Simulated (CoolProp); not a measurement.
Vapour-liquid equilibrium of dimethyl carbonate (1) + cyclohexane (2) at 476.3 K; x and y are mole fractions of (1).

Computed with CoolProp (multi-fluid Helmholtz-energy mixture model, Zhou 2011 and Zhou 2014; pair parameters Bell 2016).

```
x      bubble pressure (kPa)  y at the bubble point  dew pressure at overall composition x (kPa)  liquid density (mol/L)
-----  ---------------------  ---------------------  -------------------------------------------  ----------------------
0.05                    1509                  0.091                                         1466                   6.814
0.125                   1618                  0.195                                         1545                   6.847
0.2                     1696                  0.274                                         1624                   6.896
0.275                   1749                  0.339                                         1697                   6.963
0.35                    1784                  0.396                                         1757                   7.051
0.425                   1802                  0.447                                         1796                   7.161
0.5                     1807                  0.497                                         1807                   7.295
0.575                   1799                  0.547                                         1789                   7.453
0.65                    1778                  0.599                                         1746                   7.634
0.725                   1741                  0.657                                         1686                   7.836
0.8                     1686                  0.725                                         1616                   8.058
0.875                   1610                  0.806                                         1543                   8.299
0.95                    1508                  0.911                                         1470                   8.557
```

y crosses x between x = 0.425 and 0.5: the model has an azeotrope there.

The pair parameters rest on a limited set of measurements; away from them the model extrapolates.
